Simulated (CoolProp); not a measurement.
R143a at 293.15 K and 1.76 MPa is throttled through a valve to 0.232 MPa with no heat exchange. Each further row changes one setting.

Model: reference Helmholtz-energy equation of state, Lemmon and Jacobsen 2000, in CoolProp.

```
case                        temperature change (K)                       final phase  final density (kg/m³)
--------------------------  ----------------------  --------------------------------  ---------------------
as stated                                      ___  two-phase, vapour fraction 0.335                   30.6
outlet pressure 0.0696 MPa                     ___                               ___                    ___
outlet pressure 0.302 MPa                    -41.2  two-phase, vapour fraction 0.297                   44.0
```

Some entries are withheld; supply them.


- as stated, temperature change (K): -48.1
- outlet pressure 0.0696 MPa, temperature change (K): -74.9
- outlet pressure 0.0696 MPa, final phase: two-phase, vapour fraction 0.462
- outlet pressure 0.0696 MPa, final density (kg/m³): 7.23
